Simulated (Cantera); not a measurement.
**Equilibrium for sublimation and decomposition of ceramics: Si3N4 + N2 + C**

Charge: 1 mol Si3N4, 0.11 mol N2, 0.31 mol C, equilibrated at 1450 K and 263 Torr.

These are equilibrium values from Cantera (NASA tables, ideal gas, pure condensed phases), not measurements of a reactor. Candidate condensed phases: C, Si, SiC, Si3N4; 20 gas species. Kinetics and transport are ignored.

```yaml
x(N2): 1.00
n(C(graphite)): 0.310 mol
n(Si3N4(s)): 1.00 mol
gas_amount: 0.1100 mol
log10 activity of Si(s) (absent): -2.87
```
